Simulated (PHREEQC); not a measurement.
A made-up water analysis in mmol/kgw, 25 °C, pH 3.52, pe 10.5: Na 2.67; K 0.263; Ca 1.8; Mg 1.48; Cl 1.95; S(6) 4.1; Sr 0.00118.

Cl is adjusted to close the charge balance.
Valence states are taken as typed.

All values are PHREEQC results (ion-association model, phreeqc.dat), not measurements.

| quantity | before | after |
|---|---|---|
| ionic strength (mol/kgw) | 0.0143 | 0.0189 |
| MgSO4 (mol/kgw) | 0.000347 | 0.000304 |
| HSO4- (mol/kgw) | 6.85e-5 | 6.18e-5 |
| NaSO4- (mol/kgw) | 2.73e-5 | 2.43e-5 |
| SI of Gypsum (CaSO4:2H2O) | -1.14 | -0.90 |
| SI of Halite (NaCl) | -7.02 | -6.54 |

Q: Which change was made?
A. Ca from 1.8 to 3.6 mmol/kgw
B. temperature from 25 to 35 °C at the same typed pH
C. Na from 2.67 to 5.34 mmol/kgw

A: A, Ca from 1.8 to 3.6 mmol/kgw

No solid was allowed to form.
